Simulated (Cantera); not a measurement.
An adiabatic, constant-pressure homogeneous reactor starts with CO : H2 : O2 : N2 = 1 : 0.86 : 1.1 : 2.91 (molar parts), equivalence ratio 0.85, at 1700 K and 825 Torr.

Detailed kinetics in Cantera: GRI-Mech 3.0 (53 species, 325 reactions).

**Question.** Predict: time of steepest temperature rise; temperature at 4.00 s; equilibrium temperature; x(CO) at 4.00 s; x(H2) at 4.00 s; x(O2) at 4.00 s; x(NO) at 4.00 s; x(HO2) at 4.00 s; x(H2O) at 4.00 s; x(CO2) at 4.00 s.

**Answer.** 
- time of steepest temperature rise = 7.50 µs
- temperature at 4.00 s = 2892 K
- equilibrium temperature = 2892 K
- x(CO) at 4.00 s = 0.0867 (gas-phase equilibrium 0.0867)
- x(H2) at 4.00 s = 0.0148 (gas-phase equilibrium 0.0148)
- x(O2) at 4.00 s = 0.0594 (gas-phase equilibrium 0.0594)
- x(NO) at 4.00 s = 0.0183 (gas-phase equilibrium 0.0183)
- x(HO2) at 4.00 s = 1.52e-5 (gas-phase equilibrium 1.52e-5)
- x(H2O) at 4.00 s = 0.123 (gas-phase equilibrium 0.123)
- x(CO2) at 4.00 s = 0.100 (gas-phase equilibrium 0.100)
